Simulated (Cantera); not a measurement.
## Reactions in the system C-H-Ni-S

Standard-state values (1 bar) from the NASA 1993 polynomials, evaluated with Cantera. Values are per mole of reaction as written; species without (g) are pure solids or liquids, kept so even where they would boil at 1 bar.

CS₂(g) + 2 NiS + C₃H₈(g) ⇌ 2 C₂H₄(g) + 2 NiS₂

```tsv
T (K)	ΔH° (kJ)	ΔS° (J/K)	ΔG° (kJ)	log10 K
1525	60.7	4.2	54.3	-1.86
1575	59.7	3.6	54.1	-1.79
1625	58.8	3.0	53.9	-1.73
1675	57.8	2.4	53.8	-1.68
1725	56.9	1.8	53.7	-1.63
```
